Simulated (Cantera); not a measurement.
A freely propagating, adiabatic, planar premixed flame of CH4 : CO : O2 : N2 = 1 : 0.28 : 1.78 : 6.71 (molar parts), equivalence ratio 1.2, unburnt at 675 K and 1.00 bar; mixture-averaged transport, grid criteria slope 0.08 and curve 0.16, no radiation.

Cantera simulation using GRI-Mech 3.0 (53 species, 325 reactions); the numbers are that mechanism's predictions, not measurements. Burning velocities carry a grid error of a few per cent, more on coarse grids.

### Question
How do the results move with these cheaper or finer settings: unity-Lewis-number transport; multicomponent transport; multicomponent+Soret transport; grid criteria slope 0.5, curve 1; grid criteria slope 0.25, curve 0.5; grid criteria slope 0.03, curve 0.06?

### Answer
```csv
setting,laminar burning velocity,thermal thickness,peak x(OH),peak x(HCN),grid points
as above,168 cm/s,0.302 mm,0.00968,1.17e-5,156
unity-Lewis-number transport,108 cm/s,0.374 mm,0.0101,1.18e-5,135
multicomponent transport,168 cm/s,0.306 mm,0.00967,1.17e-5,156
multicomponent+Soret transport,166 cm/s,0.305 mm,0.00971,1.14e-5,156
"grid criteria slope 0.5, curve 1",181 cm/s,0.338 mm,0.00993,1.15e-5,44
"grid criteria slope 0.25, curve 0.5",173 cm/s,0.315 mm,0.00981,1.16e-5,64
"grid criteria slope 0.03, curve 0.06",166 cm/s,0.300 mm,0.00961,1.17e-5,334
```
The base run took about 10 core-seconds (a rough figure).
Unity Lewis numbers drop preferential diffusion, which matters most where H2 and H carry the flame; Soret adds thermal diffusion.
